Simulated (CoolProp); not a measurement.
Values from CoolProp's reference Helmholtz-energy equation of state, Tillner-Roth 1994.

Q: For R134a, give the phase and the density (kg/m³), cv (kJ/(kg K)), isothermal compressibility (1/MPa), expansivity (1/kK) at 97.05 °C and 570 kPa; 108.35 °C and 570 kPa; 125.35 °C and 570 kPa.

A: 
- 97.05 °C and 570 kPa: gas; density 20.0, cv 0.893, isothermal compressibility 1.86, expansivity 3.29
- 108.35 °C and 570 kPa: gas; density 19.3, cv 0.909, isothermal compressibility 1.85, expansivity 3.12
- 125.35 °C and 570 kPa: gas; density 18.3, cv 0.933, isothermal compressibility 1.83, expansivity 2.91
